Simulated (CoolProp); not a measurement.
Saturation properties of sulfur dioxide (Tc = 157.5 °C, pc = 7887 kPa, ω = 0.256).

Model: reference Helmholtz-energy equation of state, Gao 2016, in CoolProp.

```tsv
T (°C)	p (kPa)	liquid density (kg/m³)	enthalpy of vaporisation (kJ/kg)	liquid cp (kJ/(kg K))
-13.55	86.30	1471	392.7	1.360
-2.05	142.9	1441	382.4	1.365
9.45	225.5	1410	371.7	1.374
20.95	341.7	1378	360.5	1.387
32.45	499.7	1346	348.6	1.404
43.95	708.2	1312	335.9	1.427
55.55	979.6	1276	322.3	1.458
67.05	1319	1238	307.6	1.497
78.55	1740	1198	291.6	1.548
90.05	2253	1154	273.9	1.618
```

It boils at -10.0 °C under 1 atm.
